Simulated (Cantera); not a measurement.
Charge: 1 mol C2H6, 0.01 mol NH3, 0.84 mol H2, equilibrated at 1277 °C and 10.0 mbar.

These are equilibrium values from Cantera (NASA tables, ideal gas, pure condensed phases), not measurements of a reactor. Candidate condensed phases: C, C6H6, C7H8, C8H18; 92 gas species. The numbers say what is thermodynamically allowed, not how fast it happens.

Base state: H2 0.998, N2 0.00127, H 0.000315, HCN 5.29e-5, CH4 2.03e-5, C2H2 (acetylene) 1.60e-5 (mole fractions); condensed: C(graphite).

Q: What changes in the equilibrium state with this change: C2H6 replaced by C2H5OH?

A: 
```tsv
species	before	after
H2	0.998	0.793
CO	0	0.206
N2	0.00127	0.00101
CH4	2.03e-5	1.28e-5
C2H2 (acetylene)	1.60e-5	1.27e-5
HCN	5.29e-5	4.20e-5
H	0.000315	0.000280
C(graphite), mol	2.00	1.000
```
Further candidate phases: H2O.

Q: What changes in the equilibrium state with this change: pressure from 10.0 mbar to 23.0 Pa?

A: 
```json
[
 {"species": "H2", "before": "0.998", "after": "0.997"},
 {"species": "H", "before": "0.000315", "after": "0.00207"},
 {"species": "N2", "before": "0.00127", "after": "0.00127"},
 {"species": "CH4", "before": "2.03e-5", "after": "4.64e-7"},
 {"species": "C2H2 (acetylene)", "before": "1.60e-5", "after": "1.60e-5"},
 {"species": "HCN", "before": "5.29e-5", "after": "5.28e-5"},
 {"species": "C(graphite), mol", "before": "2.00", "after": "2.00"}
]
```
